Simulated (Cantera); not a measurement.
# Catalytic combustion on Pt

An isothermal plug-flow reactor at 1098 K and 2550 Torr (inlet), inlet velocity 0.082 m/s, active area per volume 1400 1/m; feed 0.492 % CH₄, 2.34 % O₂, 97.2 % N₂.

Computed with Cantera and Deutschmann's 1995 Pt surface mechanism with GRI-Mech 3.0 gas chemistry. Catalytic surfaces can have several steady states; this one follows from the mechanism file's or the stated starting coverage. Mass transfer to the wall is taken as infinitely fast.

| z (m) | x CH₄ | x O₂ | x H₂O | x CO₂ | x CO | θ free Pt | θ O* | θ OH* |
|---|---|---|---|---|---|---|---|---|
| 5e-05 | 0.00403 | 0.0216 | 0.00178 | 0.000885 | 3.54e-6 | 0.330 | 0.669 | 0.00123 |
| 8.9e-05 | 0.00343 | 0.0204 | 0.00296 | 0.00148 | 3.04e-6 | 0.333 | 0.666 | 0.00157 |
| 0.00016 | 0.00255 | 0.0186 | 0.00473 | 0.00236 | 2.28e-6 | 0.337 | 0.661 | 0.00198 |
| 0.00028 | 0.00151 | 0.0166 | 0.00680 | 0.00339 | 1.37e-6 | 0.343 | 0.654 | 0.00238 |
| 0.0005 | 0.000550 | 0.0147 | 0.00869 | 0.00434 | 5.13e-7 | 0.349 | 0.648 | 0.00269 |
| 0.00089 | 8.68e-5 | 0.0138 | 0.00961 | 0.00479 | 8.87e-8 | 0.352 | 0.645 | 0.00283 |
| 0.0016 | 2.90e-6 | 0.0136 | 0.00978 | 0.00488 | 8.79e-9 | 0.353 | 0.644 | 0.00286 |
| 0.0028 | 9.39e-9 | 0.0136 | 0.00980 | 0.00489 | 3.42e-9 | 0.353 | 0.644 | 0.00286 |
| 0.005 | 1.35e-10 | 0.0136 | 0.00981 | 0.00489 | 2.58e-9 | 0.353 | 0.644 | 0.00286 |
x: gas mole fraction; θ: surface coverage.
